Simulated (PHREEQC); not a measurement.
Consider water at 20 °C with 0.0024 mol H2SO4, 0.0059 mol Fe(NO3)3 and 0.017 mol CO2 per kg of water. Closed to the air; pH follows from the charge balance.

Equilibrium calculation in PHREEQC: ion-association model, wateq4f.dat.

This is a speciation only: nothing precipitates in the calculation.

Order these Fe species by the share of Fe that they hold, largest first: FeSO4+, Fe2(OH)2+4, FeHSO4+2, Fe+3, FeOH+2.

Fe+3 (41 %), FeSO4+ (31 %), FeOH+2 (20 %), Fe2(OH)2+4 (5.9 %), FeHSO4+2 (0.74 %)

Order these S species by the share of S that they hold, largest first: Fe(SO4)2-, SO4-2, FeSO4+, FeHSO4+2, HSO4-.

FeSO4+ (76 %), SO4-2 (17 %), HSO4- (5.0 %), FeHSO4+2 (1.8 %), Fe(SO4)2- (0.70 %)

The pH is 2.26 and the ionic strength 0.0287 mol/kgw. Saturation is exceeded, for instance for Hematite (slow to form), Goethite (slow to form); the values hold only as long as no solid forms. Complexes and solids missing from the database can't appear.
